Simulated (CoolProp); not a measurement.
Vapour-liquid equilibrium of acetone (1) + cyclohexane (2) at 339 K; x and y are mole fractions of (1).

Values from CoolProp's multi-fluid Helmholtz-energy mixture model, Lemmon 2006 and Zhou 2014; pair parameters Bell 2016.

| x | bubble pressure (kPa) | y at the bubble point | dew pressure at overall composition x (kPa) | liquid density (mol/L) |
|---|---|---|---|---|
| 0.05 | 89.55 | 0.316 | 66.44 | 8.836 |
| 0.15 | 119.3 | 0.517 | 73.65 | 9.075 |
| 0.25 | 133.2 | 0.589 | 82.52 | 9.341 |
| 0.35 | 140.3 | 0.626 | 93.64 | 9.639 |
| 0.45 | 144.5 | 0.653 | 107.8 | 9.973 |
| 0.55 | 147.4 | 0.678 | 125.6 | 10.35 |
| 0.65 | 149.6 | 0.710 | 144.1 | 10.77 |
| 0.75 | 150.6 | 0.754 | 150.6 | 11.24 |
| 0.85 | 149.5 | 0.820 | 148.4 | 11.78 |
| 0.95 | 144.6 | 0.924 | 143.1 | 12.37 |

y crosses x between x = 0.75 and 0.85: the model has an azeotrope there.

Pair parameters are fitted to limited data, so mixtures are less certain than the pure fluids. With so large a gap from Raoult's law the liquid may split in two, which this calculation doesn't test in full.
